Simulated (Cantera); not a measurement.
# Hydrocarbon pyrolysis for carbon deposition

A perfectly stirred reactor is fed with 3.11 % C2H4, 96.5 % H2, 0.343 % H2O, at 0.000260 bar; it is held at 1600 K, and followed from long to short residence time.

Computed with Cantera and GRI-Mech 3.0 (53 species, 325 reactions). GRI-Mech 3.0 was tuned for natural gas; its chemistry of ethylene as a main component is partial and can be far from experiment. GRI-Mech 3.0 stops at C3 and has no aromatics, soot or wall deposition, so with more carbon than oxygen in the feed, carbon stays in small species such as C2H2 where larger ones or solid carbon would form. Radical loss at walls, strong at low pressure, is not modelled.

```json
[
 {"τ (s)": "0.72", "x C2H4": "0.0263", "x H2": "0.966", "x C2H2": "0.00467", "x CH2": "4.33e-11", "x C2H": "6.60e-11", "x C2H6": "2.44e-9"},
 {"τ (s)": "0.38", "x C2H4": "0.0285", "x H2": "0.966", "x C2H2": "0.00261", "x CH2": "2.47e-11", "x C2H": "1.97e-11", "x C2H6": "2.39e-9"},
 {"τ (s)": "0.20", "x C2H4": "0.0297", "x H2": "0.965", "x C2H2": "0.00142", "x CH2": "1.34e-11", "x C2H": "5.63e-12", "x C2H6": "2.16e-9"},
 {"τ (s)": "0.11", "x C2H4": "0.0303", "x H2": "0.965", "x C2H2": "0.000791", "x CH2": "7.40e-12", "x C2H": "1.73e-12", "x C2H6": "1.81e-9"},
 {"τ (s)": "0.056", "x C2H4": "0.0307", "x H2": "0.965", "x C2H2": "0.000407", "x CH2": "3.67e-12", "x C2H": "<1e-12", "x C2H6": "1.33e-9"},
 {"τ (s)": "0.029", "x C2H4": "0.0309", "x H2": "0.965", "x C2H2": "0.000212", "x CH2": "1.79e-12", "x C2H": "<1e-12", "x C2H6": "8.68e-10"},
 {"τ (s)": "0.015", "x C2H4": "0.0310", "x H2": "0.965", "x C2H2": "0.000110", "x CH2": "<1e-12", "x C2H": "<1e-12", "x C2H6": "5.09e-10"},
 {"τ (s)": "0.0081", "x C2H4": "0.0311", "x H2": "0.965", "x C2H2": "5.93e-5", "x CH2": "<1e-12", "x C2H": "<1e-12", "x C2H6": "2.82e-10"},
 {"τ (s)": "0.0043", "x C2H4": "0.0311", "x H2": "0.965", "x C2H2": "3.15e-5", "x CH2": "<1e-12", "x C2H": "<1e-12", "x C2H6": "1.42e-10"},
 {"τ (s)": "0.0023", "x C2H4": "0.0311", "x H2": "0.965", "x C2H2": "1.69e-5", "x CH2": "<1e-12", "x C2H": "<1e-12", "x C2H6": "6.55e-11"}
]
```
x: mole fraction; the columns are a selection and need not sum to one.
